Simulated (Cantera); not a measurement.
Input: 1 mol Si2H6, 1.8 mol O2, 180 mol N2, 18 mol H2O, at 1330 Pa.

Cantera equilibrium calculation (NASA polynomials, part measured and part estimated; ideal gas, pure solids and liquids). Candidate condensed phases: H2O, Si, SiO2, Si2N2O, Si3N4; 35 gas species. The feed counts by its element totals alone. The tables hold silica as quartz up to 1696 K and as liquid above; real silica turns to tridymite and cristobalite and melts near 1996 K. The numbers say what is thermodynamically allowed, not how fast it happens. All values below are at 1675 °C.

Base state: N2 0.894, H2O 0.0869, H2 0.0164, H 0.00125, OH 0.000600, SiO 0.000443, NO 0.000136, O2 7.79e-5 (mole fractions); condensed: SiO2(condensed).

Question: What changes in the equilibrium state with this change: O2 from 1.8 to 0.079 mol?

Answer: 
```json
[
 {"species": "N2", "before": "0.894", "after": "0.894"},
 {"species": "H2O", "before": "0.0869", "after": "0.0709"},
 {"species": "H2", "before": "0.0164", "after": "0.0323"},
 {"species": "SiO", "before": "0.000443", "after": "0.00107"},
 {"species": "O2", "before": "7.79e-5", "after": "1.34e-5"},
 {"species": "NO", "before": "0.000136", "after": "5.63e-5"},
 {"species": "O", "before": "3.39e-5", "after": "1.41e-5"},
 {"species": "OH", "before": "0.000600", "after": "0.000349"},
 {"species": "SiO2(condensed), mol", "before": "1.91", "after": "1.78"}
]
```
